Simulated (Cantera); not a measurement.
An isothermal, constant-pressure homogeneous reactor starts with CH4 : H2O = 1 : 2.5 (molar parts), at 1250 K and 0.572 atm. Integrator tolerance rtol = 1e-08.

Cantera simulation using GRI-Mech 3.0 (53 species, 325 reactions); the numbers are that mechanism's predictions, not measurements.

Problem. What does this change do: pressure from 0.572 atm to 18.8 atm?

Solution. 
```json
[
 {"quantity": "x(CH4) at 60.0 s", "before": "0.237 (gas-phase equilibrium 6.59e-6)", "after": "0.241 (gas-phase equilibrium 0.00623)"},
 {"quantity": "x(H2O) at 60.0 s", "before": "0.687 (gas-phase equilibrium 0.235)", "after": "0.680 (gas-phase equilibrium 0.244)"},
 {"quantity": "x(CH2CO) at 60.0 s", "before": "7.39e-6 (gas-phase equilibrium 2.78e-12)", "after": "1.44e-6 (gas-phase equilibrium 2.59e-9)"},
 {"quantity": "x(C2H6) at 60.0 s", "before": "0.000116 (gas-phase equilibrium <1e-12)", "after": "0.00107 (gas-phase equilibrium 7.03e-8)"},
 {"quantity": "x(O2) at 60.0 s", "before": "<1e-12 (gas-phase equilibrium <1e-12)", "after": "<1e-12 (gas-phase equilibrium <1e-12)"},
 {"quantity": "x(CO) at 60.0 s", "before": "0.000848 (gas-phase equilibrium 0.145)", "after": "0.00132 (gas-phase equilibrium 0.140)"}
]
```
The pressure lies above the range GRI-Mech 3.0 was tuned for (to about 10 atm).
